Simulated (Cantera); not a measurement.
Gas mixture: 100 % CH4, at 1.00 bar, frozen composition.

Cantera's kinetic-theory transport with the Lennard-Jones parameters of GRI-Mech 3.0, ideal gas; thermal conductivity in the multicomponent form. The composition is frozen, though it would react at the higher temperatures.

D: mixture-averaged diffusion coefficient of that species in the mixture.

| T (K) | ρ (kg/m³) | cp (J/kg/K) | μ (µPa s) | λ (mW/m/K) | Pr | D (cm²/s) N2 | D (cm²/s) C2H2 | D (cm²/s) CO2 |
|---|---|---|---|---|---|---|---|---|
| 400 | 0.482 | 2526 | 14.4 | 50.8 | 0.718 | 0.378 | 0.304 | 0.297 |
| 600 | 0.322 | 3287 | 19.5 | 88.4 | 0.725 | 0.761 | 0.625 | 0.614 |
| 800 | 0.241 | 3989 | 23.8 | 130 | 0.728 | 1.24 | 1.03 | 1.01 |
| 1000 | 0.193 | [?] | [?] | [?] | 0.730 | [?] | [?] | [?] |
| 1200 | 0.161 | 5074 | [?] | [?] | 0.730 | [?] | [?] | [?] |
| 1400 | 0.138 | 5468 | 34.5 | 259 | 0.730 | 3.16 | 2.65 | 2.62 |
| 1600 | 0.121 | 5787 | 37.7 | 299 | 0.730 | 3.94 | 3.31 | 3.28 |

Question: Fill in the missing entries.

Answer: 
- 1000, cp (J/kg/K): 4589
- 1000, μ (µPa s): 27.7
- 1000, λ (mW/m/K): 174
- 1000, D (cm²/s) N2: 1.80
- 1000, D (cm²/s) C2H2: 1.50
- 1000, D (cm²/s) CO2: 1.48
- 1200, μ (µPa s): 31.2
- 1200, λ (mW/m/K): 217
- 1200, D (cm²/s) N2: 2.44
- 1200, D (cm²/s) C2H2: 2.04
- 1200, D (cm²/s) CO2: 2.02
